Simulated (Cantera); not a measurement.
Charge: 1 mol TiO₂, 2.6 mol SiCl₄, 1.5 mol O₂, held at 1300 K and 1330 Pa.

Equilibrium computed with Cantera from the NASA thermochemical tables; the gas is ideal and each condensed phase is pure. Candidate condensed phases: Si, SiO₂, Ti, TiCl₂, TiCl₃, TiCl₄, TiO, TiO₂, Ti₂O₃, Ti₃O₅, Ti₄O₇; 24 gas species. The tables hold silica as quartz up to 1696 K and as liquid above; real silica turns to tridymite and cristobalite and melts near 1996 K. Rates play no part.

Base state: Cl₂ 0.656, TiCl₄ 0.233, Cl 0.0870, SiCl₄ 0.0233, TiCl₃ 1.28e-5 (mole fractions); condensed: SiO₂(β-quartz).

Problem. What changes in the equilibrium state with this change: temperature from 1300 K to 748.15 K?

Solution. 
```tsv
species	before	after
Cl₂	0.656	0.732
TiCl₄	0.233	0.244
SiCl₄	0.0233	0.0244
Cl	0.0870	1.91e-5
TiCl₃	1.28e-5	<1e-9
SiO₂(β-quartz), mol	2.50	0
SiO₂(α-quartz), mol	0	2.50
```
